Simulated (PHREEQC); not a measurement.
Consider water at 25 °C with 0.0015 mol/kgw Cu(NO3)2, 0.0032 mol/kgw HBF4 and 0.016 mol/kgw Na2SO4. Closed to the air; pH follows from the charge balance.

All values are PHREEQC results (ion-association model, phreeqc.dat), not measurements.

This is a speciation only: nothing precipitates in the calculation.

Question: Order these B species by the share of B that they hold, largest first: BF2(OH)2-, BF3OH-, H3BO3, BF4-.

Answer: BF4- (59 %), H3BO3 (30 %), BF3OH- (7.3 %), BF2(OH)2- (3.3 %)

Question: Order these Cu species by the share of Cu that they hold, largest first: CuSO4, Cu+2, CuF+.

Answer: Cu+2 (62 %), CuSO4 (37 %), CuF+ (0.70 %)

The pH is 2.72 and the ionic strength 0.0492 mol/kgw. Real BF4- forms and hydrolyses slowly; the run takes it at equilibrium.
